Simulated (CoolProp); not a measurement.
Vapour-liquid equilibrium of o-xylene (1) + n-nonane (2) at 423.6 K; x and y are mole fractions of (1).

Model: multi-fluid Helmholtz-energy mixture model, Zhou 2012 and Lemmon 2006; pair parameters Bell 2016, in CoolProp.

```json
[
 {"x": "0.05", "bubble pressure (bar)": "1.023", "y at the bubble point": "0.066", "dew pressure at overall composition x (bar)": "1.019", "liquid density (mol/L)": "4.836"},
 {"x": "0.15", "bubble pressure (bar)": "1.058", "y at the bubble point": "0.188", "dew pressure at overall composition x (bar)": "1.047", "liquid density (mol/L)": "5.017"},
 {"x": "0.25", "bubble pressure (bar)": "?", "y at the bubble point": "0.300", "dew pressure at overall composition x (bar)": "1.075", "liquid density (mol/L)": "5.209"},
 {"x": "0.35", "bubble pressure (bar)": "?", "y at the bubble point": "?", "dew pressure at overall composition x (bar)": "1.103", "liquid density (mol/L)": "5.415"},
 {"x": "0.45", "bubble pressure (bar)": "1.140", "y at the bubble point": "0.498", "dew pressure at overall composition x (bar)": "1.128", "liquid density (mol/L)": "5.636"},
 {"x": "0.55", "bubble pressure (bar)": "1.159", "y at the bubble point": "0.588", "dew pressure at overall composition x (bar)": "1.151", "liquid density (mol/L)": "5.872"},
 {"x": "0.65", "bubble pressure (bar)": "1.174", "y at the bubble point": "?", "dew pressure at overall composition x (bar)": "1.170", "liquid density (mol/L)": "6.127"},
 {"x": "0.75", "bubble pressure (bar)": "1.184", "y at the bubble point": "0.763", "dew pressure at overall composition x (bar)": "1.183", "liquid density (mol/L)": "?"},
 {"x": "0.85", "bubble pressure (bar)": "1.190", "y at the bubble point": "0.853", "dew pressure at overall composition x (bar)": "1.190", "liquid density (mol/L)": "?"},
 {"x": "0.95", "bubble pressure (bar)": "1.189", "y at the bubble point": "0.949", "dew pressure at overall composition x (bar)": "1.189", "liquid density (mol/L)": "7.021"}
]
```

**Question.** What belongs in the gaps?

**Answer.** 
- 0.25, bubble pressure (bar): 1.089
- 0.35, bubble pressure (bar): 1.116
- 0.35, y at the bubble point: 0.402
- 0.65, y at the bubble point: 0.676
- 0.75, liquid density (mol/L): 6.402
- 0.85, liquid density (mol/L): 6.699

y crosses x between x = 0.85 and 0.95: the model has an azeotrope there.

The pair parameters rest on a limited set of measurements; away from them the model extrapolates.
